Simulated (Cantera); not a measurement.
Charge: 1 mol SiO2, 2.3 mol C, 7.7 mol N2, at 8.00 bar.

These are equilibrium values from Cantera (NASA tables, ideal gas, pure condensed phases), not measurements of a reactor. Candidate condensed phases: C, Si, SiC, SiO2, Si2N2O, Si3N4; 34 gas species. N2 is the only nitrogen source here; it is nearly inert below about 1500 K, so the nitride shown seldom forms there in practice. Mutual solubility and eutectic melting of coexisting phases are not modelled. The tables hold silica as quartz up to 1696 K and as liquid above; real silica turns to tridymite and cristobalite and melts near 1996 K. Equilibrium is a limit: real reactors are often held back by kinetics, nucleation or transport.

x: gas mole fraction; n: condensed amount in mol.

```json
[
 {"T (K)": "1175", "x N2": "0.998", "x CO": "0.00227", "x CO2": "1.12e-6", "x SiO": "1.92e-12", "n C(graphite)": "2.28", "n SiO2(β-quartz)": "0.988", "n Si2N2O(s)": "0.00584"},
 {"T (K)": "1225", "x N2": "0.995", "x CO": "0.00474", "x CO2": "2.41e-6", "x SiO": "1.60e-11", "n C(graphite)": "2.26", "n SiO2(β-quartz)": "0.976", "n Si2N2O(s)": "0.0122"},
 {"T (K)": "1275", "x N2": "0.991", "x CO": "0.00934", "x CO2": "4.89e-6", "x SiO": "1.12e-10", "n C(graphite)": "2.23", "n SiO2(β-quartz)": "0.952", "n Si2N2O(s)": "0.0241"},
 {"T (K)": "1325", "x N2": "0.983", "x CO": "[?]", "x CO2": "[?]", "x SiO": "[?]", "n C(graphite)": "2.16", "n SiO2(β-quartz)": "0.909", "n Si2N2O(s)": "[?]"},
 {"T (K)": "1375", "x N2": "0.969", "x CO": "0.0310", "x CO2": "1.71e-5", "x SiO": "3.60e-9", "n C(graphite)": "2.06", "n SiO2(β-quartz)": "0.837", "n Si2N2O(s)": "0.0813"},
 {"T (K)": "1425", "x N2": "0.947", "x CO": "0.0526", "x CO2": "2.96e-5", "x SiO": "1.70e-8", "n C(graphite)": "1.88", "n SiO2(β-quartz)": "0.720", "n Si2N2O(s)": "0.140"},
 {"T (K)": "1475", "x N2": "0.914", "x CO": "[?]", "x CO2": "[?]", "x SiO": "[?]", "n C(graphite)": "[?]", "n SiO2(β-quartz)": "[?]", "n Si2N2O(s)": "[?]"},
 {"T (K)": "1525", "x N2": "0.865", "x CO": "0.134", "x CO2": "7.72e-5", "x SiO": "2.82e-7", "n C(graphite)": "1.16", "n SiO2(β-quartz)": "0.241", "n Si2N2O(s)": "0.379"},
 {"T (K)": "1575", "x N2": "0.828", "x CO": "0.172", "x CO2": "8.40e-5", "x SiO": "9.19e-7", "n C(graphite)": "0.801", "n SiO2(β-quartz)": "0", "n Si2N2O(s)": "0.500"},
 {"T (K)": "1625", "x N2": "0.828", "x CO": "0.172", "x CO2": "5.72e-5", "x SiO": "2.42e-6", "n C(graphite)": "0.801", "n SiO2(β-quartz)": "0", "n Si2N2O(s)": "0.500"}
]
```

### Question
Some entries are withheld; supply them.

### Answer

- 1475, x CO: 0.0858
- 1475, x CO2: 4.90e-5
- 1475, x SiO: 7.25e-8
- 1475, n C(graphite): 1.60
- 1475, n SiO2(β-quartz): 0.532
- 1475, n Si2N2O(s): 0.234
- 1325, x CO: 0.0174
- 1325, x CO2: 9.38e-6
- 1325, x SiO: 6.79e-10
- 1325, n Si2N2O(s): 0.0453
